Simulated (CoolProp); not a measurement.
A single-stage vapour-compression cycle with R1132(E): evaporating at 294.15 K (dew point), condensing at 320.15 K (bubble point), superheat 8 K, subcooling 5 K, compressor efficiency 0.8, no pressure losses. Each further row changes one setting.

Computed with CoolProp (reference Helmholtz-energy equation of state, Akasaka 2024).

| case | cooling COP | pressure ratio | discharge temperature (K) | refrigerating effect (kJ/kg) | volumetric capacity (kJ/m³) |
|---|---|---|---|---|---|
| as stated | 7.45 | 1.89 | 341.2 | 190 | 8970 |
| evaporating temperature 299.15 K | 9.57 | 1.66 | 338.6 | 192 | 10400 |
| condensing temperature 315.15 K | … | 1.68 | … | 200 | 9450 |
| subcooling 10 K | 7.86 | 1.89 | 341.2 | 201 | … |
| superheat 18 K | 7.42 | 1.89 | 351.2 | 203 | … |
| compressor efficiency 0.7 | 6.52 | 1.89 | 343.7 | 190 | 8970 |

Question: What belongs in the gaps?

Answer: 
- condensing temperature 315.15 K, cooling COP: 9.60
- condensing temperature 315.15 K, discharge temperature (K): 333.9
- subcooling 10 K, volumetric capacity (kJ/m³): 9460
- superheat 18 K, volumetric capacity (kJ/m³): 8960
